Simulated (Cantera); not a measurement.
Predominance diagram of Mg at 1175 K against the partial pressures of O2 and Br2 (log10, bar). Source: NASA polynomial tables (part measured, part estimated), evaluated in Cantera. Candidates: Mg(l), MgBr2(l), MgO(s). Only these pure phases compete in this equilibrium. Not in the tables: oxide halides.

```
log p(Br2) \ log p(O2)
        columns: -25, -23.7, -22.4, -21.1, -19.7, -18.4, -17.1, -15.8, -14.5, -13.2, -11.8, -10.5, -9.2, -7.9, -6.6, -5.3, -3.9, -2.6, -1.3, 0
      0  A A A A A A A A A A A A A B B B B B B B
   -1.4  A A A A A A A A A A A B B B B B B B B B
   -2.8  A A A A A A A A A B B B B B B B B B B B
   -4.2  A A A A A A A B B B B B B B B B B B B B
   -5.7  A A A A A B B B B B B B B B B B B B B B
   -7.1  A A A B B B B B B B B B B B B B B B B B
   -8.5  B B B B B B B B B B B B B B B B B B B B
   -9.9  B B B B B B B B B B B B B B B B B B B B
  -11.3  B B B B B B B B B B B B B B B B B B B B
  -12.8  B B B B B B B B B B B B B B B B B B B B
  -14.2  B B B B B B B B B B B B B B B B B B B B
  -15.6  B B B B B B B B B B B B B B B B B B B B
    -17  B B B B B B B B B B B B B B B B B B B B
```

A: MgBr2(l); B: MgO(s).
